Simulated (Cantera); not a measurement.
Gas mixture: C₂H₄ = 0.41 (molar parts), at 0.133 bar, frozen composition.

Cantera's kinetic-theory transport with the Lennard-Jones parameters of GRI-Mech 3.0, ideal gas; thermal conductivity in the multicomponent form. The composition is frozen, though it would react at the higher temperatures.

D: mixture-averaged diffusion coefficient of that species in the mixture.

```tsv
T (K)	ρ (kg/m³)	cp (J/kg/K)	μ (µPa s)	λ (mW/m/K)	Pr	D (cm²/s) O	D (cm²/s) NO	D (cm²/s) CH₄
400	0.112	1877	13.3	33.5	0.748	3.19	2.04	(withheld)
600	0.0750	2529	19.1	64.4	0.750	6.51	4.18	(withheld)
800	0.0562	2991	24.1	96.0	0.750	10.7	6.86	(withheld)
1000	0.0450	3354	28.5	128	0.749	15.6	10.0	(withheld)
1200	0.0375	3625	32.5	158	0.748	21.1	13.6	(withheld)
1400	0.0321	3836	36.2	186	0.746	27.3	17.7	(withheld)
1600	0.0281	4000	39.7	213	0.745	34.2	22.1	(withheld)
1800	0.0250	4126	42.9	238	0.744	41.6	26.9	(withheld)
```

Task: What belongs in the gaps?

Result: 
- 400, D (cm²/s) CH₄: 2.21
- 600, D (cm²/s) CH₄: 4.60
- 800, D (cm²/s) CH₄: 7.60
- 1000, D (cm²/s) CH₄: 11.2
- 1200, D (cm²/s) CH₄: 15.2
- 1400, D (cm²/s) CH₄: 19.7
- 1600, D (cm²/s) CH₄: 24.7
- 1800, D (cm²/s) CH₄: 30.0
